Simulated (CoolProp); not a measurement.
Vapour-liquid equilibrium of ethanol (1) + n-decane (2) at 477 K; x and y are mole fractions of (1).

Model: multi-fluid Helmholtz-energy mixture model, Schroeder 2014 and Lemmon 2006; pair parameters Bell 2016, in CoolProp.

```tsv
x	bubble pressure (MPa)	y at the bubble point	dew pressure at overall composition x (MPa)	liquid density (mol/L)
0.05	0.5469	0.604	[?]	4.174
0.125	0.9535	0.761	[?]	4.385
0.2	1.255	0.812	0.2595	4.616
0.275	1.482	0.837	0.2880	4.871
0.35	1.660	0.854	0.3231	[?]
0.425	1.812	0.866	0.3676	5.479
0.5	1.953	0.878	0.4261	5.851
0.575	[?]	0.890	0.5065	6.288
0.65	[?]	0.903	0.6246	6.811
0.725	2.416	0.918	0.8151	7.453
0.8	2.605	[?]	1.171	8.259
0.875	2.815	0.958	1.917	9.298
0.95	3.047	0.982	[?]	10.67
```

Task: Complete the blanks.

Result: 
- 0.05, dew pressure at overall composition x (MPa): 0.2157
- 0.125, dew pressure at overall composition x (MPa): 0.2358
- 0.35, liquid density (mol/L): 5.156
- 0.575, bubble pressure (MPa): 2.095
- 0.65, bubble pressure (MPa): 2.247
- 0.8, y at the bubble point: 0.937
- 0.95, dew pressure at overall composition x (MPa): 2.738

No azeotrope shows between x = 0.05 and 0.95.

Pair parameters are fitted to limited data, so mixtures are less certain than the pure fluids. The gap from Raoult's law changes sign with composition, which may be real or a fault of the pair parameters; it wasn't checked against measurements. With so large a gap from Raoult's law the liquid may split in two, which this calculation doesn't test in full.
